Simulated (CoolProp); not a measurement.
The fluid at 332.6 K and 0.312 MPa is throttled through a valve to 0.139 MPa with no heat exchange. The same conditions are run with several fluids, on thermodynamics alone (safety and materials aside).

Computed with CoolProp (reference Helmholtz-energy equation of state of each fluid (R245fa: Akasaka 2015; normal hydrogen: Leachman 2009; isobutane: Bücker 2006; R152A: Outcalt 1996; isobutene: Lemmon 2005)).

```csv
fluid,temperature change (K),final density (kg/m³)
R245fa,-3.7,___
normal hydrogen,___,___
isobutane,___,___
R152A,___,3.42
isobutene,___,___
```

Problem. Some entries are withheld; supply them.

Solution. 
- R245fa, final density (kg/m³): 7.06
- normal hydrogen, temperature change (K): +0.1
- normal hydrogen, final density (kg/m³): 0.101
- isobutane, temperature change (K): -2.8
- isobutane, final density (kg/m³): 3.03
- R152A, temperature change (K): -3.4
- isobutene, temperature change (K): -3.3
- isobutene, final density (kg/m³): 2.93
